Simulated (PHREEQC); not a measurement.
A PHREEQC input (ion-association model, phreeqc.dat):

```
SOLUTION 1
  temp 25
  units mg/kgw
  pH 7.83
  pe 12.2
  Na 26.9
  K 8.72
  Ca 163
  Mg 1.6
  Cl 197
  S(6) 114 as SO4
  Alkalinity 125 as HCO3
  Zn 1.46
  Cd 0.133
  Br 0.565
END
USE solution 2
EQUILIBRIUM_PHASES 1
  CO2(g) -2 10
END
```

It stops with these messages:

```
ERROR: Solution 2 not found.
```

The fault: USE names a solution that was never defined. The line should read `USE solution 1` where the input has `USE solution 2`. With the mend the run ends at pH 7.07 and ionic strength 0.0140 mol/kgw.
